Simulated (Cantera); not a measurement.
A perfectly stirred reactor is fed with 7.72 % CH₄, 4.09 % CO, 17.5 % O₂, 65.8 % N₂, 4.86 % H₂O, equivalence ratio 1.00, at 5.00 bar; it is adiabatic with a 375 K inlet, and is followed from long to short residence time, starting on the burning branch (τ in s: 0.083, 0.044, 0.023, 0.013, 0.0067, 0.0035, 0.0019, 0.001, 0.00054, 0.00029, 0.00015, 8.1e-05).

Model: GRI-Mech 3.0 (53 species, 325 reactions), integrated in Cantera.

Predict: blow-out, bracketed by the residence times tried; x(CH₄) at τ = 83.0 ms; x(CO) at τ = 83.0 ms; x(O₂) at τ = 83.0 ms; x(H) at τ = 83.0 ms; x(CH₄) at τ = 1.90 ms; x(CO) at τ = 1.90 ms; x(O₂) at τ = 1.90 ms; x(H) at τ = 1.90 ms.


| Quantity | Value |
|---|---|
| blow-out, bracketed by the residence times tried | burning at 81.0 µs, the shortest tried |
| x(CH₄) at τ = 83.0 ms | 1.80e-6 |
| x(CO) at τ = 83.0 ms | 0.00729 |
| x(O₂) at τ = 83.0 ms | 0.00418 |
| x(H) at τ = 83.0 ms | 0.000178 |
| x(CH₄) at τ = 1.90 ms | 3.62e-5 |
| x(CO) at τ = 1.90 ms | 0.0135 |
| x(O₂) at τ = 1.90 ms | 0.00843 |
| x(H) at τ = 1.90 ms | 0.000607 |
